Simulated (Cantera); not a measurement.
Mixture: CH4 : C2H6 : O2 : N2 = 1 : 0.032 : 1.76 : 6.62 (molar parts), equivalence ratio 1.2, at 100000 Pa, adiabatic and at constant volume. Ignition delay is the time to a rise of 400 K.

Cantera simulation using GRI-Mech 3.0 (53 species, 325 reactions); the numbers are that mechanism's predictions, not measurements.

What does this change do: constant pressure in place of constant volume?


| quantity | before | after |
|---|---|---|
| delay at 1298 K | 5.74 ms | 6.13 ms |
| delay at 1448 K | 0.942 ms | 1.02 ms |
| delay at 1598 K | 0.209 ms | 0.229 ms |
| delay at 1748 K | 68.6 µs | 75.9 µs |
| delay at 1898 K | 31.1 µs | 34.7 µs |
| apparent activation energy between 1748 and 1898 K | 150 kJ/mol | 140 kJ/mol |

What does this change do: CH4 1 to 2.6 parts?


| quantity | before | after |
|---|---|---|
| delay at 1298 K | 5.74 ms | 13.8 ms |
| delay at 1448 K | 0.942 ms | 2.10 ms |
| delay at 1598 K | 0.209 ms | 0.420 ms |
| delay at 1748 K | 68.6 µs | 0.123 ms |
| delay at 1898 K | 31.1 µs | 50.8 µs |
| apparent activation energy between 1748 and 1898 K | 150 kJ/mol | 160 kJ/mol |

What does this change do: pressure from 100000 Pa to 1000000 Pa?


```
quantity                                                before       after
--------------------------------------------------  ----------  ----------
delay at 1298 K                                        5.74 ms    0.816 ms
delay at 1448 K                                       0.942 ms    0.179 ms
delay at 1598 K                                       0.209 ms     44.1 µs
delay at 1748 K                                        68.6 µs     13.2 µs
delay at 1898 K                                        31.1 µs     5.06 µs
apparent activation energy between 1748 and 1898 K  150 kJ/mol  180 kJ/mol
```
